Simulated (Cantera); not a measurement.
A closed system holds: 1 mol B2O3, 8.4 mol NH3, 81 mol N2, at 0.100 bar.

Cantera equilibrium calculation (NASA polynomials, part measured and part estimated; ideal gas, pure solids and liquids). Candidate condensed phases: B, BN, B2O3, B3O3H3, H2O; 39 gas species. Rates play no part.

x: gas mole fraction; nothing condenses.

| T (°C) | x N2 | x H2 | x H | x HBO2 | x BO |
|---|---|---|---|---|---|
| 1552 | 0.862 | 0.122 | 0.000487 | 0.00496 | … |
| 1602 | 0.862 | 0.122 | 0.000723 | 0.00508 | … |
| 1652 | 0.862 | 0.121 | 0.00105 | 0.00520 | … |
| 1702 | 0.861 | 0.121 | 0.00150 | 0.00530 | … |
| 1752 | 0.861 | 0.120 | 0.00211 | 0.00540 | … |
| 1802 | 0.860 | 0.120 | 0.00291 | 0.00547 | … |
| 1852 | 0.860 | 0.119 | 0.00396 | 0.00553 | … |
| 1902 | 0.859 | 0.118 | 0.00530 | 0.00556 | … |
| 1952 | 0.858 | 0.117 | 0.00700 | 0.00557 | … |
| 2002 | 0.857 | 0.115 | 0.00911 | 0.00554 | … |
| 2052 | 0.855 | 0.114 | 0.0117 | 0.00546 | … |

Some entries are withheld; supply them.


- 1552, x BO: 0.000300
- 1602, x BO: 0.000439
- 1652, x BO: 0.000629
- 1702, x BO: 0.000879
- 1752, x BO: 0.00120
- 1802, x BO: 0.00160
- 1852, x BO: 0.00209
- 1902, x BO: 0.00267
- 1952, x BO: 0.00334
- 2002, x BO: 0.00409
- 2052, x BO: 0.00492
